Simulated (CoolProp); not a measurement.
Vapour-liquid equilibrium of 1-butene (1) + n-butane (2) at 193.4 K; x and y are mole fractions of (1).

Computed with CoolProp (multi-fluid Helmholtz-energy mixture model, Lemmon 2005 and Bücker 2006; pair parameters Bell 2016).

Question: Give the bubble pressure and the first vapour's composition at x = 0.05, 0.2, 0.425. Is there an azeotrope?

Answer: x = 0.05: 0.001161 MPa, y = 0.069; x = 0.2: 0.001233 MPa, y = 0.263; x = 0.425: 0.001340 MPa, y = 0.511. No azeotrope shows between x = 0.05 and 0.95.

Pair parameters are fitted to limited data, so mixtures are less certain than the pure fluids.
